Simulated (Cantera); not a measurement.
A perfectly stirred reactor is fed with 40.7 % CH4, 14.6 % H2O, 44.7 % H2, at 1500000 Pa; it is held at 1650 K, and followed from long to short residence time.

Detailed kinetics in Cantera: GRI-Mech 3.0 (53 species, 325 reactions). GRI-Mech 3.0 stops at C3 and has no aromatics, soot or wall deposition, so with more carbon than oxygen in the feed, carbon stays in small species such as C2H2 where larger ones or solid carbon would form. The pressure lies above the range GRI-Mech 3.0 was tuned for (to about 10 atm).

x: mole fraction; the columns are a selection and need not sum to one.

```tsv
τ (s)	x CH4	x H2O	x H2	x CH2	x HCO
0.59	0.224	0.0838	0.611	4.65e-9	…
0.19	0.237	0.108	0.585	5.37e-9	…
0.059	0.250	0.124	0.565	5.80e-9	…
0.019	0.271	0.132	0.546	5.86e-9	7.79e-10
0.0059	0.312	0.137	0.515	5.69e-9	3.97e-10
0.0019	0.358	0.142	0.481	5.54e-9	3.15e-10
0.00058	0.388	0.145	0.459	5.39e-9	2.87e-10
```

Question: Some entries are withheld; supply them.

Answer: 
- 0.59, x HCO: 9.95e-9
- 0.19, x HCO: 4.87e-9
- 0.059, x HCO: 1.94e-9
